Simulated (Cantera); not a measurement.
A closed system holds: 1 mol SiH₂Cl₂, 1.5 mol O₂, at 1200 °C and 0.975 Torr.

Equilibrium computed with Cantera from the NASA thermochemical tables; the gas is ideal and each condensed phase is pure. Candidate condensed phases: H₂O, Si, SiO₂; 30 gas species. The tables hold silica as quartz up to 1696 K and as liquid above; real silica turns to tridymite and cristobalite and melts near 1996 K. Equilibrium is a limit: real reactors are often held back by kinetics, nucleation or transport.

Base state: HCl 0.682, O₂ 0.170, Cl 0.0920, H₂O 0.0506, Cl₂ 0.00466, OH 0.000219, ClO 3.49e-5, O 3.20e-5 (mole fractions); condensed: SiO₂(β-quartz).

Q: What changes in the equilibrium state with this change: SiH₂Cl₂ replaced by HMDSO?

A: 
```json
[
 {"species": "H₂", "before": "4.46e-6", "after": "0.692"},
 {"species": "CO", "before": "0", "after": "0.307"},
 {"species": "SiO", "before": "<1e-9", "after": "0.000537"},
 {"species": "HCl", "before": "0.682", "after": "0"},
 {"species": "O₂", "before": "0.170", "after": "<1e-9"},
 {"species": "Cl", "before": "0.0920", "after": "0"},
 {"species": "H₂O", "before": "0.0506", "after": "5.78e-7"},
 {"species": "Cl₂", "before": "0.00466", "after": "0"},
 {"species": "OH", "before": "0.000219", "after": "<1e-9"},
 {"species": "ClO", "before": "3.49e-5", "after": "0"},
 {"species": "O", "before": "3.20e-5", "after": "<1e-9"},
 {"species": "H", "before": "7.42e-7", "after": "0.000292"},
 {"species": "SiO₂(β-quartz), mol", "before": "1.00", "after": "0"},
 {"species": "C(graphite), mol", "before": "0", "after": "0.0138"},
 {"species": "SiC(s), mol", "before": "0", "after": "1.99"}
]
```
The feed counts by its element totals alone. Further candidate phases: C, C₆H₆, C₇H₈, C₈H₁₈, SiC.
